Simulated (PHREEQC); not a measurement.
Hard or scaling water: speciation

Solution (65 °C): 7.2e-05 mol CaSO4, 0.00042 mol NaF and 0.00076 mol H4SiO4 per kg of water. Closed to the air; pH follows from the charge balance.

Model: ion-association model, phreeqc.dat, run in PHREEQC.

- pH = 6.35
- ionic strength = 0.000704 mol/kgw
- specific conductance = 127 µS/cm

```json
[
 {"species": "H4SiO4", "molality": "0.000759", "activity": "0.000759", "log γ": "0.000"},
 {"species": "Na+", "molality": "0.000420", "activity": "0.000406", "log γ": "-0.014"},
 {"species": "F-", "molality": "0.000419", "activity": "0.000406", "log γ": "-0.014"},
 {"species": "Ca+2", "molality": "7.11e-5", "activity": "6.25e-5", "log γ": "-0.056"},
 {"species": "SO4-2", "molality": "7.09e-5", "activity": "6.23e-5", "log γ": "-0.056"},
 {"species": "CaSO4", "molality": "9.02e-7", "activity": "9.03e-7", "log γ": "0.000"},
 {"species": "H3SiO4-", "molality": "7.70e-7", "activity": "7.45e-7", "log γ": "-0.014"},
 {"species": "HF", "molality": "5.90e-7", "activity": "5.90e-7", "log γ": "0.000"},
 {"species": "H+", "molality": "4.62e-7", "activity": "4.47e-7", "log γ": "-0.014"}
]
```

Precipitation was switched off in this run. Saturation is exceeded, for instance for Quartz (slow to form); the values hold only as long as no solid forms. Species that the database lacks are ignored. Away from 25 °C the constants follow the database's enthalpies or fits; those with neither stay at their 25 °C values. SiF6-2 is the database's only silicon fluoride.
